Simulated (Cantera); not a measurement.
Cantera with NASA thermochemical tables; ideal gases at 1 bar, condensed phases pure. Values are per mole of reaction as written; species without (g) are pure solids or liquids, kept so even where they would boil at 1 bar.

2 LiCl → 2 Li(g) + Cl₂(g), with ΔH° = 1135.1 kJ and ΔS° = 381.9 J/K at 300 K.

Problem. How far is the shortcut ΔG° ≈ ΔH°(300 K) − T·ΔS°(300 K) from the full temperature-dependent value at 898, 998, 1098, 1198, 1298, 1398, 1498, 1598, 1698, 1798, 1898 K?

Solution. 
```json
[
 {"T (K)": "898", "shortcut (kJ)": "792.1", "full (kJ)": "803.4", "difference (kJ)": "-11.3", "difference in log10 K": "0.66", "condensed phases": "LiCl(l)"},
 {"T (K)": "998", "shortcut (kJ)": "753.9", "full (kJ)": "773.4", "difference (kJ)": "-19.5", "difference in log10 K": "1.02", "condensed phases": "LiCl(l)"},
 {"T (K)": "1098", "shortcut (kJ)": "715.7", "full (kJ)": "743.8", "difference (kJ)": "-28.1", "difference in log10 K": "1.34", "condensed phases": "LiCl(l)"},
 {"T (K)": "1198", "shortcut (kJ)": "677.5", "full (kJ)": "714.7", "difference (kJ)": "-37.2", "difference in log10 K": "1.62", "condensed phases": "LiCl(l)"},
 {"T (K)": "1298", "shortcut (kJ)": "639.4", "full (kJ)": "686.0", "difference (kJ)": "-46.6", "difference in log10 K": "1.88", "condensed phases": "LiCl(l)"},
 {"T (K)": "1398", "shortcut (kJ)": "601.2", "full (kJ)": "657.6", "difference (kJ)": "-56.4", "difference in log10 K": "2.11", "condensed phases": "LiCl(l)"},
 {"T (K)": "1498", "shortcut (kJ)": "563.0", "full (kJ)": "629.5", "difference (kJ)": "-66.5", "difference in log10 K": "2.32", "condensed phases": "LiCl(l)"},
 {"T (K)": "1598", "shortcut (kJ)": "524.8", "full (kJ)": "601.6", "difference (kJ)": "-76.8", "difference in log10 K": "2.51", "condensed phases": "LiCl(l)"},
 {"T (K)": "1698", "shortcut (kJ)": "486.6", "full (kJ)": "574.0", "difference (kJ)": "-87.4", "difference in log10 K": "2.69", "condensed phases": "LiCl(l)"},
 {"T (K)": "1798", "shortcut (kJ)": "448.4", "full (kJ)": "546.6", "difference (kJ)": "-98.2", "difference in log10 K": "2.85", "condensed phases": "LiCl(l)"},
 {"T (K)": "1898", "shortcut (kJ)": "410.2", "full (kJ)": "519.4", "difference (kJ)": "-109.2", "difference in log10 K": "3.00", "condensed phases": "LiCl(l)"}
]
```
The shortcut ignores heat capacities and the phase changes listed.
